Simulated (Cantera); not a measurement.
Input: 1 mol SiCl4, 9.2 mol H2, 0.89 mol HCl, equilibrated at 1350 K and 0.850 bar.

These are equilibrium values from Cantera (NASA tables, ideal gas, pure condensed phases), not measurements of a reactor. Candidate condensed phases: Si; 19 gas species. The tables' values for SiCl3 are old estimates; treat these amounts as uncertain. Kinetics and transport are ignored.

Base state: H2 0.782, HCl 0.129, SiCl4 0.0500, SiHCl3 0.0174, SiCl2 0.0104, SiCl3 0.0102, SiH2Cl2 0.000878, SiH3Cl 1.26e-5 (mole fractions); condensed: gas only.

### Question
What changes in the equilibrium state with this change: HCl from 0.89 to 2 mol?

### Answer
```
species    before     after
-------  --------  --------
H2          0.782     0.726
HCl         0.129     0.193
SiCl4      0.0500    0.0564
SiCl2      0.0104   0.00487
SiHCl3     0.0174    0.0122
SiCl3      0.0102   0.00742
SiH3Cl    1.26e-5   3.43e-6
SiH2Cl2  0.000878  0.000383
```

### Question
What changes in the equilibrium state with this change: temperature from 1350 K to 798.15 K?

### Answer
```tsv
species	before	after
H2	0.782	0.829
SiCl4	0.0500	0.0894
HCl	0.129	0.0811
SiCl2	0.0104	<1e-9
SiCl3	0.0102	6.41e-7
SiHCl3	0.0174	0.000806
SiH3Cl	1.26e-5	<1e-9
SiH2Cl2	0.000878	5.86e-7
```
